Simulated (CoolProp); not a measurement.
Propane along the isobar 17800 kPa: Z from the reference equation and from simpler models built on Tc = 96.7 °C, pc = 4251 kPa, ω = 0.152; each cubic takes its own stable root.

Computed with CoolProp (reference Helmholtz-energy equation of state, Lemmon 2009).

```
T (°C)           phase  reference
-------  -------------  ---------
-162.55         liquid      1.196
-127.25         liquid     0.9514
-92.05          liquid     0.8060
-56.75          liquid     0.7118
-21.55          liquid     0.6491
13.75           liquid     0.6078
48.95           liquid     0.5837
84.25           liquid     0.5754
119.45   supercritical     0.5844
```

Q: How far does each simpler model (Soave-Redlich-Kwong, Peng-Robinson) lie from the reference over these 9 states: mean and median of the absolute difference, and the worst?

A: 
- Soave-Redlich-Kwong: mean 5.8 %, median 5.5 %, worst +8.5 % at -162.55 °C and 17800 kPa
- Peng-Robinson: mean 5.5 %, median 5.9 %, worst -7.3 % at -21.55 °C and 17800 kPa
